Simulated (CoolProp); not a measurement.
Vapour-liquid equilibrium of R113 (1) + n-heptane (2) at 311.5 K; x and y are mole fractions of (1).

Computed with CoolProp (multi-fluid Helmholtz-energy mixture model, Marx 1992 and Span 2003; pair parameters Bell 2016).

Problem. Give the bubble pressure and the first vapour's composition at x = 0.425, 0.725, 0.8. Is there an azeotrope?

Solution. x = 0.425: 0.04273 MPa, y = 0.834; x = 0.725: 0.05918 MPa, y = 0.933; x = 0.8: 0.06305 MPa, y = 0.951. No azeotrope shows between x = 0.05 and 0.95.

The pair parameters rest on a limited set of measurements; away from them the model extrapolates.
